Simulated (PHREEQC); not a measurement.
## Copper plating or etch bath: speciation

Dissolve 0.0024 mol/kgw CuSO4 and 6e-05 mol/kgw NaCl at 25 °C. It is in equilibrium with CO2 at log p = -3.4 (atm). Otherwise closed; pH follows from the charge balance.

Computed with PHREEQC (ion-association model, wateq4f.dat).

No solid was allowed to form.

Q: Estimate the pH, ionic strength.

A: pH 5.13; ionic strength 0.00808 mol/kgw.

Q: In which forms is Cu present?

A: Cu+2 83 %, CuSO4 16 % of the Cu.

The solution is supersaturated, for example in Brochantite, Antlerite, so a real one may precipitate; this is no full list. Complexes and solids missing from the database can't appear.
